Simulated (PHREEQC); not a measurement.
A made-up water analysis in mg/L, 60 °C, pH 5.72, pe 1.8:

```
constituent             mg/L
------------------  --------
Na                     0.124
K                   0.000314
Ca                    0.0629
Mg                    0.0064
Cl                     0.124
S(6) as SO4            0.089
Alkalinity as HCO3     0.235
F                   0.000195
```

Na is adjusted to close the charge balance.
Valence states are taken as typed.

Model: ion-association model, phreeqc.dat, run in PHREEQC.

No solid was allowed to form.

Q: Predict the ionic strength.

A: ionic strength 1.39e-5 mol/kgw.

Q: In which forms is C present?

A: CO2 79 %, HCO3- 21 % of the C.

Species that the database lacks are ignored. Constants without temperature data keep their 25 °C values here.
